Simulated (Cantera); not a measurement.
Equilibrium for chlorosilane synthesis and conversion: SiCl4 + HCl + H2 + Cl2

Feed: 1 mol SiCl4, 1.3 mol HCl, 0.48 mol H2, 2.8 mol Cl2, at 1402 °C and 1.00 bar.

These are equilibrium values from Cantera (NASA tables, ideal gas, pure condensed phases), not measurements of a reactor. Candidate condensed phases: Si; 19 gas species. The tables' values for SiCl3 are old estimates; treat these amounts as uncertain. Kinetics and transport are ignored.

```json
{
  "x(HCl)": "0.385",
  "x(Cl2)": "0.346",
  "x(SiCl4)": "0.170",
  "x(Cl)": "0.0988",
  "x(SiCl3)": "8.23e-5",
  "gas_amount": "5.870 mol",
  "log10 activity of Si(s) (absent)": "-13.71"
}
```
